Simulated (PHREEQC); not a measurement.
Solution (82 °C): 0.068 mol/kgw CuSO4 and 0.00026 mol/kgw CuCl2. Closed to the air; pH follows from the charge balance.

Model: ion-association model, wateq4f.dat, run in PHREEQC.

Task: The ionic strength comes out as 0.142 mol/kgw. What activity coefficients do HSO4-, H+, SO4-2, CuCl+, Cu2(OH)2+2 get?

Result: HSO4- 0.73, H+ 0.79, SO4-2 0.29, CuCl+ 0.72, Cu2(OH)2+2 0.29.

Precipitation was switched off in this run. The solution is supersaturated, for example in Tenorite (slow to form), so a real one may precipitate; this is no full list. Complexes and solids missing from the database can't appear. Constants without temperature data keep their 25 °C values here.
